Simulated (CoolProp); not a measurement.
Ethylene along the isobar 17.1 MPa: density (kg/m³) from the reference equation and from simpler models built on Tc = 282.4 K, pc = 5.042 MPa, ω = 0.087; each cubic takes its own stable root.

The numbers come from the reference Helmholtz-energy equation of state, Smukala 2000 in CoolProp.

```
T (K)          phase  reference
-----  -------------  ---------
124.1         liquid      638.3
140.3         liquid      618.8
156.4         liquid      599.2
172.6         liquid      579.2
188.7         liquid      558.7
204.9         liquid      537.5
221           liquid      515.6
237.2         liquid      492.3
253.4         liquid      467.6
269.5         liquid      441.3
285.7  supercritical      412.4
301.8  supercritical      381.0
318    supercritical      346.7
334.1  supercritical      310.7
350.3  supercritical      275.1
```

How far does each simpler model (van der Waals, Redlich-Kwong, Soave-Redlich-Kwong, Peng-Robinson) lie from the reference over these 15 states: mean and median of the absolute difference, and the worst?


- van der Waals: mean 26.7 %, median 29.3 %, worst -34.2 % at 124.1 K and 17.1 MPa
- Redlich-Kwong: mean 4.5 %, median 4.2 %, worst -6.6 % at 301.8 K and 17.1 MPa
- Soave-Redlich-Kwong: mean 4.9 %, median 4.0 %, worst -8.6 % at 334.1 K and 17.1 MPa
- Peng-Robinson: mean 6.1 %, median 7.6 %, worst +9.3 % at 188.7 K and 17.1 MPa
